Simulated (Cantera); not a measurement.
Input: 1 mol V2O5, 34 mol H2, held at 875 °C and 2.40 bar.

Equilibrium computed with Cantera from the NASA thermochemical tables; the gas is ideal and each condensed phase is pure. Candidate condensed phases: H2O, V, VO, V2O3, V2O4, V2O5; 12 gas species. Condensed phases not in the tables: the oxides between V2O3 and V2O5 other than VO2. Equilibrium is a limit: real reactors are often held back by kinetics, nucleation or transport.

### Question
What is the equilibrium state?

### Answer
| Item | Result |
|---|---|
| x(H2) | 0.941 |
| x(H2O) | 0.0588 |
| n(V2O3(s)) | 1.00 mol |
| gas amount | 34.00 mol |
| log10 activity of V(s) (absent) | -6.69 |
| log10 activity of V2O5(l) (absent) | -12.30 |
